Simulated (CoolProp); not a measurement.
Properties of ammonia at several states (Tc = 405.6 K, pc = 11.36 MPa, ω = 0.256).

The numbers come from the reference Helmholtz-energy equation of state, Gao 2020 in CoolProp.

| T (K) | p (MPa) | phase | isothermal compressibility (1/MPa) | Prandtl number | fugacity coefficient |
|---|---|---|---|---|---|
| 624.2 | 0.0144 | gas | 69.45 | 0.848 | 0.9999 |
| 350.8 | 7.69 | liquid | 0.004069 | 1.28 | 0.4186 |
| 287.2 | 33.9 | liquid | (withheld) | 1.35 | 0.02771 |
| 509.1 | 12.7 | supercritical | (withheld) | 1.03 | (withheld) |
| 484.7 | 4.82 | gas | 0.2274 | 0.910 | 0.9201 |

Q: Some entries are withheld; supply them.

A: 
- 287.2, isothermal compressibility (1/MPa): 0.0009598
- 509.1, isothermal compressibility (1/MPa): 0.09782
- 509.1, fugacity coefficient: 0.8312

Viscosity comes from a separate model (Fenghour 1995). Thermal conductivity comes from a separate model (Tufeu 1984).
